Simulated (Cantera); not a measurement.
Fluorocarbon and chlorocarbon gases: CCl4 + Si + H2

Charge: 1 mol CCl4, 1.3 mol Si, 1 mol H2, at 0.825 Torr.

Method: chemical equilibrium by Gibbs-energy minimisation in Cantera with the NASA 1993 tables (ideal gas, pure condensed phases). Candidate condensed phases: C, C6H6, C7H8, C8H18, Si, SiC; 123 gas species. Ions and electrons are included (thermal ionisation). The tables' values for SiCl, SiCl3, CCl are old estimates; treat these amounts as uncertain. Kinetics and transport are ignored.

```tsv
T (K)	log p Cl	log p HCl	log p SiCl2	log p H	log p Si	log p C	log p H2	log p SiC2	log p e-	log p Si+	log p C3	log p SiCl	n C(graphite)	n SiC(s)
2000	-4.17	-3.29	-3.39	-4.82	-5.62	-10.52	-4.06	-7.01	-13.22	-11.06	-10.56	-5.41	0.877	0.122
2500	-3.30	-3.78	-4.43	-3.83	-3.83	-6.78	-4.47	-4.41	-9.57	-8.57	-6.30	-4.74	0.568	0
3000	-3.24	-5.03	-7.34	-3.56	-3.78	-4.68	-5.52	-4.63	-7.65	-7.51	-4.66	-5.99	0	0
3500	-3.27	-6.21	-9.58	-3.57	-3.76	-3.93	-6.69	-6.29	-6.52	-6.50	-5.75	-6.97	0	0
4000	-3.28	-7.07	-11.25	-3.58	-3.77	-3.88	-7.56	-8.58	-5.71	-5.71	-8.10	-7.71	0	0
4500	-3.28	-7.74	-12.56	-3.58	-3.79	-3.88	-8.24	-10.46	-5.09	-5.09	-10.05	-8.30	0	0
5000	-3.29	-8.29	-13.67	-3.59	-3.84	-3.89	-8.79	-12.00	-4.61	-4.61	-11.63	-8.82	0	0
```
log p: log10 of the partial pressure in bar; n: condensed amount in mol.

At 2000 K the condensed part is C(graphite) + SiC(s). At 2500 K the condensed part is C(graphite). From 3000 K to 5000 K nothing is condensed. The main Si-bearing gas is SiCl2 at 2000 K and Si at 5000 K.
